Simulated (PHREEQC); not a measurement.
A made-up water analysis in mmol/kgw, 35 °C, pH 2.35, pe 12.8: Na 24.6; K 5.07; Ca 3.58; Mg 0.375; Cl 1.05; S(6) 23.1; Cd 0.0105.

Valence states are taken as typed.

Model: ion-association model, phreeqc.dat, run in PHREEQC.

This is a speciation only: nothing precipitates in the calculation.

What ionic strength, charge-balance error does the model give?

ionic strength 0.0567 mol/kgw; charge-balance error 0.4 %.

In which forms is Cd present?

Cd+2 48 %, CdSO4 43 %, Cd(SO4)2-2 7.2 %, CdCl+ 2.1 % of the Cd.
